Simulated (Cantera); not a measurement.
A closed system holds: 1 mol CH₃OH, 4.6 mol CO₂, 1.3 mol H₂, at 1523 K and 11000 Pa.

Cantera equilibrium calculation (NASA polynomials, part measured and part estimated; ideal gas, pure solids and liquids). Candidate condensed phases: C, C₆H₆, C₇H₈, C₈H₁₈, H₂O; 110 gas species. Kinetics and transport are ignored.

**Question.** What is the equilibrium state?

**Answer.** 
```
Item                                        Value
--------------------------------------  ---------
x(CO)                                       0.360
x(CO₂)                                      0.269
x(H₂O)                                      0.248
x(H₂)                                       0.123
x(H)                                      2.45e-5
x(OH)                                     1.51e-6
gas amount                              8.900 mol
log10 activity of C(graphite) (absent)      -4.54
```
